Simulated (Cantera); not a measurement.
## Thermodynamics of calcination and drying, feed CaCO3 + H2O + H2

A closed system holds: 1 mol CaCO3, 0.53 mol H2O, 0.46 mol H2, at 0.00500 bar.

These are equilibrium values from Cantera (NASA tables, ideal gas, pure condensed phases), not measurements of a reactor. Candidate condensed phases: C, C6H6, C7H8, C8H18, Ca, CaCO3, CaO, Ca(OH)2, H2O; 115 gas species. Rates play no part.

From 750 K to 850 K the condensed part is CaCO3(calcite) + CaO(s). From 950 K to 2050 K the condensed part is CaO(s).

```
T (K)  x H2O    x H2   x CO2     x CO       x H      x OH  n CaCO3(calcite)  n CaO(s)
-----  -----  ------  ------  -------  --------  --------  ----------------  --------
750    0.530   0.457  0.0109  0.00154  3.03e-12    <1e-12             0.987    0.0125
850    0.408   0.248   0.287   0.0570  1.44e-10    <1e-12             0.481     0.519
950    0.357   0.141   0.412   0.0906   2.95e-9  1.10e-11                 0      1.00
1050   0.375   0.122   0.394    0.109   4.01e-8  3.93e-10                 0      1.00
1150   0.390   0.107   0.379    0.124   3.46e-7   7.60e-9                 0      1.00
1250   0.402  0.0953   0.367    0.136   2.11e-6   9.19e-8                 0      1.00
1350   0.412  0.0855   0.357    0.146   9.86e-6   7.71e-7                 0      1.00
1450   0.420  0.0776   0.349    0.154   3.73e-5   4.83e-6                 0      1.00
1550   0.426  0.0712   0.343    0.160  0.000119   2.39e-5                 0     1.000
1650   0.431  0.0658   0.337    0.165  0.000330   9.76e-5                 0     1.000
1750   0.435  0.0613   0.333    0.170  0.000814  0.000339                 0     1.000
1850   0.438  0.0574   0.329    0.173   0.00183   0.00103                 0     1.000
1950   0.438  0.0543   0.324    0.177   0.00378   0.00277                 0     1.000
2050   0.433  0.0523   0.316    0.182   0.00734   0.00664                 0     1.000
```
x: gas mole fraction; n: condensed amount in mol.
